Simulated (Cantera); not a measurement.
Mixture: 5.17 % C3H8, 19.9 % O2, 74.9 % N2, at 0.839 atm, adiabatic and at constant pressure. Ignition delay is the time to a rise of 400 K.

Computed with Cantera and GRI-Mech 3.0 (53 species, 325 reactions). GRI-Mech 3.0 was tuned for natural gas; its chemistry of propane as a main component is partial and can be far from experiment.

Question: Predict: delay at 1125 K; delay at 1225 K; delay at 1325 K; delay at 1425 K; delay at 1525 K; apparent activation energy between 1475 and 1575 K.

Answer: 
| Item | Result |
|---|---|
| delay at 1125 K | 34.6 ms |
| delay at 1225 K | 4.17 ms |
| delay at 1325 K | 0.736 ms |
| delay at 1425 K | 0.194 ms |
| delay at 1525 K | 71.7 µs |
| apparent activation energy between 1475 and 1575 K | 160 kJ/mol |
